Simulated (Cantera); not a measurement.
Cantera with NASA thermochemical tables; ideal gases at 1 bar, condensed phases pure. Values are per mole of reaction as written; species without (g) are pure solids or liquids, kept so even where they would boil at 1 bar.

Task: Between 300 and 1823 K, where is each reaction favourable under standard conditions?
- 3 Ta2O5 → 6 Ta + 5 O3(g)

Result: 
- 3 Ta2O5 → 6 Ta + 5 O3(g): ΔG° is 6543 kJ at 300 K and 5142 kJ at 1823 K; it stays positive (K < 1). ΔH° is 6703 kJ and ΔS° 857 J/K at 1823 K.
